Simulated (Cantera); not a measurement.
A perfectly stirred reactor is fed with N2O = 1 (molar parts), at 760 Torr; it is held at 1200 K, and followed from long to short residence time.

Model: GRI-Mech 3.0 (53 species, 325 reactions), integrated in Cantera. GRI-Mech 3.0 was tuned for natural gas; its chemistry of N2O as a main component is partial and can be far from experiment. The mechanism lacks the step 2 NO + O2 → 2 NO2, which can matter for NO2 below about 1400 K. The temperature is held fixed by assumption; the heat of reaction is taken as removed at once.

Task: What does this change do: temperature 1200 to 1350 K?

Result: 
```json
[
 {"quantity": "x(N2O) at τ = 0.340 s", "before": "0.778", "after": "0.248"},
 {"quantity": "x(NO) at τ = 0.340 s", "before": "0.0146", "after": "0.0652"},
 {"quantity": "x(O) at τ = 0.340 s", "before": "1.56e-6", "after": "8.33e-6"},
 {"quantity": "x(N2) at τ = 0.340 s", "before": "0.141", "after": "0.469"},
 {"quantity": "x(NO2) at τ = 0.340 s", "before": "0.000159", "after": "0.000561"},
 {"quantity": "x(N2O) at τ = 34.0 ms", "before": "0.971", "after": "0.736"},
 {"quantity": "x(NO) at τ = 34.0 ms", "before": "0.00200", "after": "0.0288"},
 {"quantity": "x(O) at τ = 34.0 ms", "before": "1.71e-6", "after": "1.24e-5"},
 {"quantity": "x(N2) at τ = 34.0 ms", "before": "0.0183", "after": "0.162"},
 {"quantity": "x(NO2) at τ = 34.0 ms", "before": "1.63e-5", "after": "0.000233"}
]
```

Task: What does this change do: temperature 1200 to 1148 K?

Result: 
```csv
quantity,before,after
x(N2O) at τ = 0.340 s,0.778,0.905
x(NO) at τ = 0.340 s,0.0146,0.00518
x(O) at τ = 0.340 s,1.56e-6,7.05e-7
x(N2) at τ = 0.340 s,0.141,0.0605
x(NO2) at τ = 0.340 s,0.000159,5.97e-5
x(N2O) at τ = 34.0 ms,0.971,0.989
x(NO) at τ = 34.0 ms,0.00200,0.000592
x(O) at τ = 34.0 ms,1.71e-6,7.34e-7
x(N2) at τ = 34.0 ms,0.0183,0.00674
x(NO2) at τ = 34.0 ms,1.63e-5,3.97e-6
```

Task: What does this change do: 0.0039 parts H2O added?

Result: 
```tsv
quantity	before	after
x(N2O) at τ = 0.340 s	0.778	0.771
x(NO) at τ = 0.340 s	0.0146	0.0137
x(O) at τ = 0.340 s	1.56e-6	1.50e-6
x(N2) at τ = 0.340 s	0.141	0.143
x(NO2) at τ = 0.340 s	0.000159	0.000347
x(N2O) at τ = 34.0 ms	0.971	0.967
x(NO) at τ = 34.0 ms	0.00200	0.00182
x(O) at τ = 34.0 ms	1.71e-6	1.67e-6
x(N2) at τ = 34.0 ms	0.0183	0.0188
x(NO2) at τ = 34.0 ms	1.63e-5	0.000149
```
